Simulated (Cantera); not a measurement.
An adiabatic, constant-volume homogeneous reactor starts with 12.8 % CH₄, 18.3 % O₂, 68.8 % N₂, equivalence ratio 1.4, at 1475 K and 18.8 atm.

Computed with Cantera and GRI-Mech 3.0 (53 species, 325 reactions). The pressure lies above the range GRI-Mech 3.0 was tuned for (to about 10 atm). Above 3000 K some thermodynamic fits are extrapolated.

Question: Predict: time of steepest temperature rise; temperature at 7.00 s; equilibrium temperature; x(O₂) at 7.00 s; x(O) at 7.00 s; x(HCN) at 7.00 s; x(H₂O₂) at 7.00 s.

Answer: 
```
Item                                                                  Result
---------------------------------  -----------------------------------------
time of steepest temperature rise                                   0.141 ms
temperature at 7.00 s                                                 3150 K
equilibrium temperature                                               3150 K
x(O₂) at 7.00 s                      0.00108 (gas-phase equilibrium 0.00108)
x(O) at 7.00 s                     0.000919 (gas-phase equilibrium 0.000919)
x(HCN) at 7.00 s                     4.89e-7 (gas-phase equilibrium 4.89e-7)
x(H₂O₂) at 7.00 s                    7.96e-7 (gas-phase equilibrium 7.96e-7)
```
